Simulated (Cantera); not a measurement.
Feed: 1 mol Nb, 3.8 mol H2O, held at 0.00150 bar.

These are equilibrium values from Cantera (NASA tables, ideal gas, pure condensed phases), not measurements of a reactor. Candidate condensed phases: H2O, Nb, NbO, NbO2, Nb2O5; 12 gas species. Condensed phases not in the tables: the oxides between NbO2 and Nb2O5. The numbers say what is thermodynamically allowed, not how fast it happens.

Q: What share of the Nb ends up in condensed phases as a function of T (°C), at 1125, 1225, 1325, 1425, 1525, 1625, 1725, 1825, 1925, 2025?

A: 
```csv
T (°C),Nb condensed (%),as
1125,100.0,Nb2O5(s)
1225,100.0,Nb2O5(s)
1325,100.0,Nb2O5(s)
1425,100.0,Nb2O5(s)
1525,100.0,Nb2O5(l)
1625,99.9,Nb2O5(l)
1725,99.4,Nb2O5(l)
1825,97.2,Nb2O5(l)
1925,88.8,Nb2O5(l)
2025,61.0,Nb2O5(l)
```
